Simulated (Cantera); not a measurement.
# Pyrogenic steam for wet oxidation

A perfectly stirred reactor is fed with H2 : O2 : N2 = 0.69 : 1 : 2.2 (molar parts), equivalence ratio 0.34, at 750 Torr; it is held at 800 K, and followed from long to short residence time.

Computed with Cantera and the H2/O2 subset of GRI-Mech 3.0, which has no nitrogen chemistry. Below about 950 K walls govern HO2 and H2O2 in real vessels. The temperature is held fixed by assumption; the heat of reaction is taken as removed at once.

| τ (s) | x H2 | x O2 | x H2O | x OH | x HO2 | x H2O2 |
|---|---|---|---|---|---|---|
| 21 | 0.160 | 0.250 | 0.0184 | 5.79e-10 | 6.73e-6 | 0.000797 |
| 5.1 | 0.177 | 0.257 | 0.000693 | 8.40e-11 | 2.73e-6 | 0.000132 |
| 1.2 | 0.177 | 0.257 | 5.99e-6 | 3.10e-12 | 5.12e-7 | 4.54e-6 |
| 0.30 | 0.177 | 0.257 | 4.81e-8 | <1e-12 | 5.38e-8 | 1.02e-7 |
| 0.074 | 0.177 | 0.257 | 1.08e-9 | <1e-12 | 6.20e-9 | 2.99e-9 |
| 0.018 | 0.177 | 0.257 | 1.25e-10 | <1e-12 | 1.38e-9 | 1.65e-10 |
| 0.0044 | 0.177 | 0.257 | 2.51e-11 | <1e-12 | 3.32e-10 | 9.72e-12 |
| 0.0011 | 0.177 | 0.257 | 5.94e-12 | <1e-12 | 8.27e-11 | <1e-12 |
x: mole fraction; the columns are a selection and need not sum to one.
